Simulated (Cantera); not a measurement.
What does this Cantera script print?

```python
import numpy as np
import cantera as ct

gas_names = """
    CL CL2 H HCL H2 Si SiCL SiCL2 SiCL3 SiCL4 SiH SiHCL3 SiH2 SiH2CL2 SiH3 SiH3CL SiH4 Si2 Si3
""".split()
cond_names = """
    Si(cr) Si(L)
""".split()


# ... load() reads the species with a 1 bar reference pressure and builds the phases ...
atoms = {
    'Si': {'Si': 1},
    'Cl2': {'CL': 2},
    'H2': {'H': 2},
}
top_T = {}  # K; cautious upper limits of use, not melting points


# ... equilibrate(T, P, feed) seeds the gas with the atoms and calls Mixture.equilibrate('TP', solver="vcs", rtol=1e-11, max_steps=5000) ...
results = []
feed = {'Si': 1, 'Cl2': 0.68, 'H2': 12}  # mol
P = 64000  # Pa
for T in [973, 1073, 1173, 1273, 1373, 1473, 1573]:
    mix = equilibrate(T, P, feed)
    results.append((T, P, feed, dict(zip(mix.species_names, mix.species_moles))))
    x = sorted(zip(gas.X, gas.species_names), reverse=True)
    print(f"T = {T:g} K  P = {P:g} Pa  gas = {mix.phase_moles(0):.4g} mol")
    print("   x: " + "  ".join(f"{s} {v:.3e}" for v, s in x if v > 0.0001))
    print("   condensed (mol): " + ("  ".join(f"{mix.phase(i).name} {mix.phase_moles(i):.4g}"
          for i in range(1, mix.n_phases) if mix.phase_moles(i) > 1e-12) or "none"))
```

Output:

```
T = 973 K  P = 64000 Pa  gas = 12.31 mol
   x: H2 9.636e-01  SiCL4 1.561e-02  SiHCL3 1.282e-02  HCL 6.594e-03  SiH2CL2 1.099e-03  SiCL3 1.987e-04
   condensed (mol): Si(cr) 0.6328
T = 1073 K  P = 64000 Pa  gas = 12.35 mol
   x: H2 9.578e-01  HCL 1.443e-02  SiCL4 1.411e-02  SiHCL3 1.147e-02  SiH2CL2 1.089e-03  SiCL3 6.107e-04  SiCL2 4.231e-04
   condensed (mol): Si(cr) 0.6577
T = 1173 K  P = 64000 Pa  gas = 12.4 mol
   x: H2 9.486e-01  HCL 2.656e-02  SiCL4 1.131e-02  SiHCL3 9.417e-03  SiCL2 1.692e-03  SiCL3 1.393e-03  SiH2CL2 1.003e-03
   condensed (mol): Si(cr) 0.6918
T = 1273 K  P = 64000 Pa  gas = 12.48 mol
   x: H2 9.365e-01  HCL 4.158e-02  SiCL4 7.346e-03  SiHCL3 6.612e-03  SiCL2 4.775e-03  SiCL3 2.313e-03  SiH2CL2 8.237e-04
   condensed (mol): Si(cr) 0.7267
T = 1373 K  P = 64000 Pa  gas = 12.57 mol
   x: H2 9.249e-01  HCL 5.526e-02  SiCL2 9.497e-03  SiHCL3 3.660e-03  SiCL4 3.457e-03  SiCL3 2.664e-03  SiH2CL2 5.733e-04
   condensed (mol): Si(cr) 0.7502
T = 1473 K  P = 64000 Pa  gas = 12.63 mol
   x: H2 9.175e-01  HCL 6.344e-02  SiCL2 1.379e-02  SiCL3 2.173e-03  SiHCL3 1.591e-03  SiCL4 1.171e-03  SiH2CL2 3.389e-04
   condensed (mol): Si(cr) 0.759
T = 1573 K  P = 64000 Pa  gas = 12.66 mol
   x: H2 9.143e-01  HCL 6.661e-02  SiCL2 1.643e-02  SiCL3 1.458e-03  SiHCL3 6.195e-04  SiCL4 3.405e-04  SiH2CL2 1.859e-04
   condensed (mol): Si(cr) 0.7588
```

Cantera equilibrium calculation (NASA polynomials, part measured and part estimated; ideal gas, pure solids and liquids). The tables' values for SiCl3 are old estimates; treat these amounts as uncertain.
